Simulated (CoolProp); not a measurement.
Nitrogen along the isobar 29 bar: density (kg/m³) from the reference equation and from simpler models built on Tc = 126.2 K, pc = 33.96 bar, ω = 0.037; each cubic takes its own stable root.

Computed with CoolProp (reference Helmholtz-energy equation of state, Span 2000).

```
T (K)   phase  reference
-----  ------  ---------
92.7   liquid      741.2
121.5  liquid      512.6
150.3     gas      79.39
179       gas      60.17
207.8     gas      49.54
236.5     gas      42.49
265.3     gas      37.34
294       gas      33.39
322.8     gas      30.24
351.5     gas      27.66
380.3     gas      25.50
```

### Question
How far does each simpler model (van der Waals, Redlich-Kwong, Soave-Redlich-Kwong) lie from the reference over these 11 states: mean and median of the absolute difference, and the worst?

### Answer
- van der Waals: mean 10.3 %, median 1.6 %, worst -70.7 % at 121.5 K and 29 bar
- Redlich-Kwong: mean 1.7 %, median 0.5 %, worst -13.4 % at 121.5 K and 29 bar
- Soave-Redlich-Kwong: mean 1.5 %, median 0.4 %, worst -13.0 % at 121.5 K and 29 bar

At some of these states van der Waals gives the other phase, because its saturation line lies elsewhere.
